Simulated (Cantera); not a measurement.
Input: 1 mol Si, 1.3 mol HCl, 3.8 mol H₂, at 1275 °C and 0.410 bar.

Equilibrium computed with Cantera from the NASA thermochemical tables; the gas is ideal and each condensed phase is pure. Candidate condensed phases: Si; 19 gas species. The tables' values for SiCl₃ are old estimates; treat these amounts as uncertain. The numbers say what is thermodynamically allowed, not how fast it happens.

Problem. What is the equilibrium state?

Solution. 
- x(H₂) = 0.823
- x(HCl) = 0.112
- x(SiCl₂) = 0.0509
- x(SiCl₃) = 0.00743
- x(SiCl₄) = 0.00304
- x(SiHCl₃) = 0.00273
- x(SiH₂Cl₂) = 0.000398
- x(H) = 4.37e-5
- x(SiH₃Cl) = 1.72e-5
- n(Si(s)) = 0.674 mol
- gas amount = 5.050 mol
